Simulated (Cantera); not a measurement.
A closed system holds: 1 mol Si3N4, 0.0056 mol H2O, 240 mol H2, held at 1425 K and 15.0 Torr.

Equilibrium computed with Cantera from the NASA thermochemical tables; the gas is ideal and each condensed phase is pure. Candidate condensed phases: H2O, Si, SiO2, Si2N2O, Si3N4; 35 gas species. Mutual solubility and eutectic melting of coexisting phases are not modelled. Kinetics and transport are ignored.

Base state: H2 0.999, N2 0.000500, H 4.82e-5 (mole fractions); condensed: Si(s) + Si2N2O(s) + Si3N4(s).

Question: What changes in the equilibrium state with this change: temperature from 1425 K to 1025 K?

Answer: 
```
species           before    after
--------------  --------  -------
H2                 0.999    1.000
N2              0.000500  7.76e-6
H                4.82e-5  3.08e-8
Si(s), mol         0.176        0
Si2N2O(s), mol   0.00408  0.00560
Si3N4(s), mol      0.938    0.996
```
